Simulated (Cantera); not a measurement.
An isothermal, constant-pressure homogeneous reactor starts with N2O : H2O = 1 : 0.081 (molar parts), at 1050 K and 2670 Pa. Integrator tolerance rtol = 1e-08.

Model: GRI-Mech 3.0 (53 species, 325 reactions), integrated in Cantera. GRI-Mech 3.0 was tuned for natural gas; its chemistry of N2O as a main component is partial and can be far from experiment. Radical loss at walls, strong at low pressure, is not modelled. The mechanism lacks the step 2 NO + O2 → 2 NO2, which can matter for NO2 below about 1400 K. The temperature is held fixed by assumption; the heat of reaction is taken as removed at once.

Task: What does this change do: temperature 1050 to 1325 K?

Result: 
| quantity | before | after |
|---|---|---|
| x(N2O) at 10.0 s | 0.913 (gas-phase equilibrium 6.69e-10) | 0.109 (gas-phase equilibrium 4.92e-9) |
| x(H2O) at 10.0 s | 0.0746 (gas-phase equilibrium 0.0512) | 0.0540 (gas-phase equilibrium 0.0512) |
| x(H2) at 10.0 s | 1.14e-8 (gas-phase equilibrium 2.03e-10) | 6.57e-7 (gas-phase equilibrium 7.54e-8) |
| x(NO) at 10.0 s | 0.000203 (gas-phase equilibrium 5.84e-5) | 0.0703 (gas-phase equilibrium 0.000513) |
| x(H) at 10.0 s | 9.10e-11 (gas-phase equilibrium <1e-12) | 7.47e-8 (gas-phase equilibrium 2.77e-9) |
| x(HO2) at 10.0 s | 7.41e-7 (gas-phase equilibrium 7.84e-10) | 1.04e-7 (gas-phase equilibrium 1.86e-8) |
| x(H2O2) at 10.0 s | 1.78e-8 (gas-phase equilibrium 2.44e-11) | 2.33e-9 (gas-phase equilibrium 3.11e-10) |

Task: What does this change do: temperature 1050 to 1323 K?

Result: 
```tsv
quantity	before	after
x(N2O) at 10.0 s	0.913 (gas-phase equilibrium 6.69e-10)	0.116 (gas-phase equilibrium 4.86e-9)
x(H2O) at 10.0 s	0.0746 (gas-phase equilibrium 0.0512)	0.0542 (gas-phase equilibrium 0.0512)
x(H2) at 10.0 s	1.14e-8 (gas-phase equilibrium 2.03e-10)	6.35e-7 (gas-phase equilibrium 7.28e-8)
x(NO) at 10.0 s	0.000203 (gas-phase equilibrium 5.84e-5)	0.0693 (gas-phase equilibrium 0.000507)
x(H) at 10.0 s	9.10e-11 (gas-phase equilibrium <1e-12)	7.16e-8 (gas-phase equilibrium 2.64e-9)
x(HO2) at 10.0 s	7.41e-7 (gas-phase equilibrium 7.84e-10)	1.08e-7 (gas-phase equilibrium 1.82e-8)
x(H2O2) at 10.0 s	1.78e-8 (gas-phase equilibrium 2.44e-11)	2.34e-9 (gas-phase equilibrium 3.07e-10)
```
